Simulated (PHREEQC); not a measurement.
A solution holds 1 mmol/kgw HNO3 and 1.5 mmol/kgw MgCl2, at 25 °C. Closed to the air; pH follows from the charge balance.

All values are PHREEQC results (ion-association model, wateq4f.dat), not measurements.

**Question.** The ionic strength comes out as 0.00550 mol/kgw. What activity coefficients do H+, Mg+2, Cl-, NO3- get?

**Answer.** H+ 0.93, Mg+2 0.74, Cl- 0.92, NO3- 0.92.

Precipitation was switched off in this run.
